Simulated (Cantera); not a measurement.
A Cantera script and what it prints.

```python
import numpy as np
import cantera as ct

gas_names = """
    H HO2 H2 H2O H2O2 H2S H2SO4 O OH O2 O3 S SH SO SO2 SO3 S2 S2O S8
""".split()
cond_names = """
    H2O(s) H2O(L) H2SO4(L) S(cr1) S(cr2) S(L)
""".split()


# ... load() reads the species with a 1 bar reference pressure and builds the phases ...
atoms = {
    'S': {'S': 1},
    'O2': {'O': 2},
    'H2O': {'H': 2, 'O': 1},
}
top_T = {}  # K; cautious upper limits of use, not melting points


# ... equilibrate(T, P, feed) seeds the gas with the atoms and calls Mixture.equilibrate('TP', solver="vcs", rtol=1e-11, max_steps=5000) ...
results = []
T = 1975  # K
P = 20  # Pa
for m in [0.39, 0.58, 0.76, 0.95, 1.1, 1.3, 1.5, 1.7, 1.9]:
    feed = {'S': 1, 'O2': m, 'H2O': 1.4}  # mol
    mix = equilibrate(T, P, feed)
    results.append((T, P, feed, dict(zip(mix.species_names, mix.species_moles))))

top = {s: max(r[3][s] / sum(r[3][g] for g in gas_names) for r in results) for s in gas_names}
cols = sorted((s for s in top if top[s] > 1e-05), key=lambda s: -top[s])[:7]
seen = [c for c in cond_names if any(r[3].get(c, 0) > 1e-12 for r in results)]
print("log10 of partial pressures in bar; condensed amounts in mol")
print(f"{'n(O2)':>10s}" + "".join(f"{s[:9]:>10s}" for s in cols + seen))
for T, P, feed, n in results:
    ng = sum(n[g] for g in gas_names)
    print(f"{feed['O2']:10.4g}" + "".join(f"{np.log10(max(n[s] / ng * P / 1e5, 1e-99)):10.3f}" for s in cols)
          + "".join(f"{n.get(c, 0):10.4g}" for c in seen))
```

Output:

```
log10 of partial pressures in bar; condensed amounts in mol
     n(O2)       H2O       SO2        H2        O2        SO         H        OH
      0.39    -4.258    -4.307    -4.270    -7.223    -4.624    -4.999    -6.008
      0.58    -4.169    -4.220    -4.389    -6.806    -4.745    -5.058    -5.859
      0.76    -4.081    -4.157    -4.588    -6.232    -4.969    -5.158    -5.672
      0.95    -4.019    -4.125    -4.936    -5.412    -5.347    -5.332    -5.436
       1.1    -4.019    -4.133    -5.166    -4.953    -5.585    -5.447    -5.321
       1.3    -4.042    -4.159    -5.341    -4.647    -5.763    -5.535    -5.256
       1.5    -4.070    -4.187    -5.453    -4.479    -5.875    -5.590    -5.228
       1.7    -4.097    -4.214    -5.536    -4.368    -5.958    -5.632    -5.214
       1.9    -4.124    -4.240    -5.602    -4.289    -6.023    -5.665    -5.207
```

Equilibrium computed with Cantera from the NASA thermochemical tables; the gas is ideal and each condensed phase is pure.
